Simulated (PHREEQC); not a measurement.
Solution (15 °C): 1.2 mmol/kgw Na2HAsO4. Closed to the air; pH follows from the charge balance.

The numbers come from PHREEQC with the ion-association model, wateq4f.dat.

No solid was allowed to form.

### Question
Estimate the pH, ionic strength.

### Answer
pH 9.14; ionic strength 0.00360 mol/kgw.

Complexes and solids missing from the database can't appear.
